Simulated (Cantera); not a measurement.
Abatement and gas-phase synthesis: HCl + H₂O + O₂

A closed system holds: 1 mol HCl, 6.3 mol H₂O, 0.31 mol O₂, equilibrated at 17.0 bar.

These are equilibrium values from Cantera (NASA tables, ideal gas, pure condensed phases), not measurements of a reactor. Candidate condensed phases: H₂O; 14 gas species. The numbers say what is thermodynamically allowed, not how fast it happens.

```
T (K)  x H₂O   x HCl     x Cl₂    x O₂      x Cl      x OH   x HOCl     x ClO
-----  -----  ------  --------  ------  --------  --------  -------  --------
500    0.911  0.0175    0.0589  0.0125  8.48e-12    <1e-12  1.78e-7  3.28e-12
575    0.897  0.0363    0.0491  0.0172  3.61e-10    <1e-12  7.38e-7  8.43e-11
650    0.881  0.0591    0.0374  0.0228   6.09e-9  2.65e-12  2.07e-6  9.80e-10
725    0.865  0.0810    0.0260  0.0282   5.37e-8  6.15e-11  4.35e-6   6.35e-9
800    0.852  0.0987    0.0169  0.0326   2.95e-7  7.87e-10  7.36e-6   2.67e-8
875    0.843   0.111    0.0106  0.0357   1.15e-6   6.48e-9  1.07e-5   8.18e-8
950    0.837   0.119   0.00660  0.0376   3.49e-6   3.81e-8  1.40e-5   2.00e-7
1025   0.834   0.123   0.00421  0.0387   8.80e-6   1.73e-7  1.73e-5   4.16e-7
1100   0.832   0.126   0.00277  0.0394   1.93e-5   6.36e-7  2.03e-5   7.68e-7
1175   0.831   0.128   0.00189  0.0398   3.82e-5   1.98e-6  2.32e-5   1.30e-6
1250   0.830   0.129   0.00134  0.0401   6.93e-5   5.39e-6  2.59e-5   2.05e-6
1325   0.829   0.129  0.000980  0.0402  0.000117   1.31e-5  2.85e-5   3.06e-6
1400   0.829   0.130  0.000739  0.0403  0.000187   2.89e-5  3.10e-5   4.37e-6
1475   0.829   0.130  0.000571  0.0404  0.000285   5.89e-5  3.33e-5   6.00e-6
```
x: gas mole fraction; nothing condenses.

From 500 K to 1475 K nothing is condensed.
